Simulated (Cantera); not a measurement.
A Cantera script and what it prints.

```python
import numpy as np
import cantera as ct

gas_names = """
    B BH BH2 BH3 BN B2 H H2 N NH NH2 NH3 N2 N2H2 N2H4
""".split()
cond_names = """
    B(b) B(L) BN(s)
""".split()


def load(file, names, dense=False):
    # The tables refer to 1 bar. Condensed volumes are neglected.
    table = {s.name: s for s in ct.Species.list_from_file(file)}
    out = []
    for n in names:
        d = dict(table[n].input_data)
        d["thermo"] = dict(d["thermo"], **{"reference-pressure": 1e5})
        if dense:
            d["equation-of-state"] = {"model": "constant-volume", "density": "1e6 g/cm^3"}
        out.append(ct.Species.from_dict(d))
    return out


gas = ct.Solution(thermo="ideal-gas", species=load("nasa_gas.yaml", gas_names))
cond = {s.name: ct.Solution(thermo="fixed-stoichiometry", species=[s], name=s.name)
        for s in load("nasa_condensed.yaml", cond_names, dense=True)}
atoms = {
    'B': {'B': 1},
    'NH3': {'N': 1, 'H': 3},
    'H2': {'H': 2},
}
top_T = {'BN(s)': 3200}  # K; cautious upper limits of use, not melting points


def equilibrate(T, P, feed):
    n = {}
    for name, mol in feed.items():
        for a, k in atoms[name].items():
            n[a] = n.get(a, 0.0) + k * mol
    gas.TPX = T, P, n
    mass = sum(n.values()) * gas.mean_molecular_weight
    gas.equilibrate("TP")
    valid = [c for c in cond.values() if c.min_temp <= T <= top_T.get(c.name, c.max_temp)]
    mix = ct.Mixture([(gas, mass / gas.mean_molecular_weight)] + [(c, 0.0) for c in valid])
    mix.T, mix.P = T, P
    mix.equilibrate("TP", solver="vcs", rtol=1e-11, max_steps=5000)
    return mix


results = []
feed = {'B': 1, 'NH3': 0.43, 'H2': 58}  # mol
T = 2098.15  # K
P = 23000  # Pa
mix = equilibrate(T, P, feed)
results.append((T, P, feed, dict(zip(mix.species_names, mix.species_moles))))
x = sorted(zip(gas.X, gas.species_names), reverse=True)
print(f"T = {T:g} K  P = {P:g} Pa  gas = {mix.phase_moles(0):.4g} mol")
print("   x: " + "  ".join(f"{s} {v:.3e}" for v, s in x if v > 1e-05))
print("   condensed (mol): " + ("  ".join(f"{mix.phase(i).name} {mix.phase_moles(i):.4g}"
      for i in range(1, mix.n_phases) if mix.phase_moles(i) > 1e-12) or "none"))
```

Result:

```
T = 2098.15 K  P = 23000 Pa  gas = 58.95 mol
   x: H2 9.907e-01  H 6.393e-03  N2 2.067e-03  BH2 7.929e-04  BH3 2.159e-05
   condensed (mol): B(b) 0.7654  BN(s) 0.1863
```

Method: chemical equilibrium by Gibbs-energy minimisation in Cantera with the NASA 1993 tables (ideal gas, pure condensed phases). Mutual solubility and eutectic melting of coexisting phases are not modelled. The tables' values for BH2 are old estimates; treat these amounts as uncertain. Gases not in the tables: B2H6 and higher boranes.
